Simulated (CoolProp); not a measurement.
Vapour-liquid equilibrium of carbon dioxide (1) + n-butane (2) at -7.05 °C; x and y are mole fractions of (1).

Model: multi-fluid Helmholtz-energy mixture model, Span 1996 and Bücker 2006; pair parameters Kunz 2012, in CoolProp.

```json
[
 {"x": "0.05", "bubble pressure, mixture model (MPa)": "0.3201", "bubble pressure, Raoult's law (MPa)": "0.2184", "y, mixture model": "0.750", "y, Raoult's law": "0.659"},
 {"x": "0.15", "bubble pressure, mixture model (MPa)": "0.7909", "bubble pressure, Raoult's law (MPa)": "0.4984", "y, mixture model": "0.896", "y, Raoult's law": "0.866"},
 {"x": "0.25", "bubble pressure, mixture model (MPa)": "1.191", "bubble pressure, Raoult's law (MPa)": "0.7783", "y, mixture model": "0.930", "y, Raoult's law": "0.924"},
 {"x": "0.35", "bubble pressure, mixture model (MPa)": "1.500", "bubble pressure, Raoult's law (MPa)": "1.058", "y, mixture model": "0.945", "y, Raoult's law": "0.952"},
 {"x": "0.45", "bubble pressure, mixture model (MPa)": "1.732", "bubble pressure, Raoult's law (MPa)": "1.338", "y, mixture model": "0.953", "y, Raoult's law": "0.968"},
 {"x": "0.55", "bubble pressure, mixture model (MPa)": "1.917", "bubble pressure, Raoult's law (MPa)": "1.618", "y, mixture model": "0.959", "y, Raoult's law": "0.978"},
 {"x": "0.65", "bubble pressure, mixture model (MPa)": "2.084", "bubble pressure, Raoult's law (MPa)": "1.898", "y, mixture model": "0.964", "y, Raoult's law": "0.986"},
 {"x": "0.75", "bubble pressure, mixture model (MPa)": "2.261", "bubble pressure, Raoult's law (MPa)": "2.178", "y, mixture model": "0.970", "y, Raoult's law": "0.991"},
 {"x": "0.85", "bubble pressure, mixture model (MPa)": "2.466", "bubble pressure, Raoult's law (MPa)": "2.458", "y, mixture model": "0.978", "y, Raoult's law": "0.995"},
 {"x": "0.95", "bubble pressure, mixture model (MPa)": "2.722", "bubble pressure, Raoult's law (MPa)": "2.738", "y, mixture model": "0.991", "y, Raoult's law": "0.999"}
]
```

The largest gap from Raoult's law is +58.7 % in bubble pressure, at x = 0.15. No azeotrope shows between x = 0.05 and 0.95.

Pair parameters are fitted to limited data, so mixtures are less certain than the pure fluids. The gap from Raoult's law changes sign with composition, which may be real or a fault of the pair parameters; it wasn't checked against measurements. With so large a gap from Raoult's law the liquid may split in two, which this calculation doesn't test in full.
